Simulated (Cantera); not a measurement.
A perfectly stirred reactor is fed with 20.1 % H2, 27.5 % O2, 52.3 % N2, equivalence ratio 0.36, at 0.330 bar; it is held at 1073 K, and followed from long to short residence time.

Model: GRI-Mech 3.0 (53 species, 325 reactions), integrated in Cantera. The temperature is held fixed by assumption; the heat of reaction is taken as removed at once.

Q: Predict: x(H2) at τ = 18.0 s; x(O2) at τ = 18.0 s; x(HO2) at τ = 18.0 s; x(H) at τ = 18.0 s; x(NO) at τ = 18.0 s; x(H2) at τ = 76.0 ms; x(O2) at τ = 76.0 ms; x(HO2) at τ = 76.0 ms; x(H) at τ = 76.0 ms; x(NO) at τ = 76.0 ms.

A: 
| Property | Value |
|---|---|
| x(H2) at τ = 18.0 s | 7.83e-5 |
| x(O2) at τ = 18.0 s | 0.195 |
| x(HO2) at τ = 18.0 s | 2.76e-6 |
| x(H) at τ = 18.0 s | 1.46e-7 |
| x(NO) at τ = 18.0 s | 5.14e-8 |
| x(H2) at τ = 76.0 ms | 0.00264 |
| x(O2) at τ = 76.0 ms | 0.195 |
| x(HO2) at τ = 76.0 ms | 4.23e-5 |
| x(H) at τ = 76.0 ms | 3.43e-5 |
| x(NO) at τ = 76.0 ms | 2.88e-8 |
